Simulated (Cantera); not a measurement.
NO annealing gas

An isothermal, constant-pressure homogeneous reactor starts with NO : N2 : H2O = 1 : 19 : 0.025 (molar parts), at 2175 K and 0.0133 bar.

Cantera simulation using GRI-Mech 3.0 (53 species, 325 reactions); the numbers are that mechanism's predictions, not measurements. Radical loss at walls, strong at low pressure, is not modelled.

```csv
t (s),x NO,x O,x NO2,x O2,x N2O,x N2
1.00e-5,0.0499,1.24e-9,<1e-12,<1e-12,1.24e-9,0.949
5.62e-5,0.0499,6.98e-9,<1e-12,<1e-12,6.97e-9,0.949
0.000316,0.0499,3.92e-8,2.16e-11,1.36e-11,3.87e-8,0.949
0.00178,0.0499,2.19e-7,6.74e-10,4.37e-10,2.03e-7,0.949
0.0100,0.0499,1.12e-6,1.93e-8,1.67e-8,7.98e-7,0.949
0.0562,0.0499,5.25e-6,3.13e-7,1.77e-6,1.28e-6,0.949
0.316,0.0497,4.67e-5,6.30e-7,0.000133,9.98e-7,0.949
1.78,0.0433,0.000859,9.19e-7,0.00292,4.56e-7,0.951
10.0,0.00901,0.00264,4.26e-7,0.0190,4.60e-8,0.968
```
x: mole fraction; the columns are a selection and need not sum to one.

Equilibrium at this temperature and pressure: NO 0.00423, O 0.00293, NO2 2.04e-7, O2 0.0213, N2O 3.01e-8, N2 0.970 (gas phase only).
